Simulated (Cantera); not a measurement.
A perfectly stirred reactor is fed with CH4 : H2 : O2 : N2 = 1 : 0.045 : 1.26 : 4.75 (molar parts), equivalence ratio 1.6, at 0.326 atm; it is adiabatic with a 650 K inlet, and is followed from long to short residence time, starting on the burning branch (τ in s: 0.042, 0.017, 0.0067, 0.0026, 0.0011, 0.00042, 0.00017, 6.6e-05, 2.6e-05).

Detailed kinetics in Cantera: GRI-Mech 3.0 (53 species, 325 reactions).

One state of this run: T (K) = 2030; x CH4 = 0.00151; x H2 = 0.0910; x O2 = 0.00256; x NO2 = 6.06e-10; x C2H6 = 1.21e-6. x: mole fraction; the columns are a selection and need not sum to one.

Which value of τ (s) does it belong to?
A) 0.00042
B) 0.0026
C) 0.042
D) 6.6e-5

B, 0.0026
